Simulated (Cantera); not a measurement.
Charge: 1 mol Cu2O, 0.72 mol C, 0.011 mol CO, at 1.33 mbar.

Method: chemical equilibrium by Gibbs-energy minimisation in Cantera with the NASA 1993 tables (ideal gas, pure condensed phases). Candidate condensed phases: C, Cu, CuO, Cu2O; 15 gas species. Rates play no part.

x: gas mole fraction; n: condensed amount in mol.

```tsv
T (K)	x Cu	x CO	x CO2	x O2	x O	x Cu2	x CuO	n Cu(s)	n Cu(l)
900	1.35e-10	0.617	0.383	<1e-12	<1e-12	<1e-12	<1e-12	2.00	0
1000	[?]	0.617	0.383	<1e-12	<1e-12	<1e-12	<1e-12	2.00	0
1100	4.47e-7	0.617	0.383	<1e-12	<1e-12	3.57e-12	<1e-12	2.00	0
1200	9.21e-6	0.617	0.383	<1e-12	<1e-12	2.62e-10	<1e-12	2.00	0
1300	0.000118	0.617	0.383	6.77e-12	1.26e-11	9.72e-9	3.35e-12	2.00	0
1400	[?]	0.616	0.383	[?]	[?]	[?]	[?]	0	2.00
1500	0.00617	0.613	0.381	6.93e-9	9.24e-9	2.42e-6	3.79e-9	0	2.00
1600	0.0298	0.599	0.372	1.15e-7	1.35e-7	2.13e-5	6.37e-8	0	1.98
1700	0.119	0.543	0.337	1.36e-6	1.43e-6	0.000144	7.62e-7	0	1.90
1800	0.406	0.366	0.227	1.22e-5	1.17e-5	0.000779	6.86e-6	0	1.50
1900	0.731	0.166	0.102	8.62e-5	7.58e-5	0.00127	2.93e-5	0	0
2000	0.731	0.167	0.101	0.000483	0.000403	0.000683	6.27e-5	0	0
2100	0.729	0.171	0.0962	0.00205	0.00172	0.000388	0.000117	0	0
```

Fill in the missing entries.


- 1400, x Cu: 0.00101
- 1400, x O2: 2.78e-10
- 1400, x O: 4.32e-10
- 1400, x Cu2: 1.97e-7
- 1400, x CuO: 1.49e-10
- 1000, x Cu: 1.17e-8
